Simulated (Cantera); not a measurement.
# Equilibrium for roasting and sulfation: Fe2O3 + H2S + H2O

Input: 1 mol Fe2O3, 2.8 mol H2S, 1.1 mol H2O, held at 1100000 Pa.

These are equilibrium values from Cantera (NASA tables, ideal gas, pure condensed phases), not measurements of a reactor. Candidate condensed phases: Fe, FeO, Fe(OH)2, Fe(OH)3, FeS, FeSO4, FeS2, Fe2O3, Fe2(SO4)3, Fe3O4, H2O, H2SO4, S; 22 gas species. FeS: taken at fixed stoichiometry. Gases not in the tables: S3 to S7. Equilibrium is a limit: real reactors are often held back by kinetics, nucleation or transport.

From 700 K to 800 K the condensed part is FeS(s) + FeS2(s) + Fe3O4(s). At 900 K the condensed part is FeS(s) + FeS2(s). From 1000 K to 1400 K the condensed part is FeS(s). From 1500 K to 1700 K the condensed part is FeS(l).

```tsv
T (K)	x H2O	x H2S	x SO2	x H2	x S2	x SO	n FeS(s)	n FeS2(s)	n Fe3O4(s)	n FeS(l)
700	0.993	0.00591	5.05e-7	0.000930	2.03e-8	<1e-12	0.883	0.947	0.0567	0
800	0.987	0.0123	0.000392	0.000616	8.98e-6	1.01e-9	0.879	0.936	0.0618	0
900	0.932	0.0275	0.0386	0.000575	0.00102	2.50e-7	1.48	0.522	0	0
1000	0.824	0.0905	0.0691	0.00175	0.0131	3.22e-6	2.00	0	0	0
1100	0.826	0.0849	0.0673	0.00393	0.0165	1.27e-5	2.00	0	0	0
1200	0.826	0.0793	0.0662	0.00767	0.0195	3.98e-5	2.00	0	0	0
1300	0.823	0.0734	0.0660	0.0134	0.0221	0.000105	2.00	0	0	0
1400	0.818	0.0673	0.0668	0.0213	0.0243	0.000240	2.00	0	0	0
1500	0.811	0.0611	0.0686	0.0315	0.0258	0.000495	0	0	0	2.00
1600	0.800	0.0547	0.0712	0.0437	0.0268	0.000935	0	0	0	2.00
1700	0.788	0.0485	0.0746	0.0575	0.0271	0.00164	0	0	0	2.00
```
x: gas mole fraction; n: condensed amount in mol.
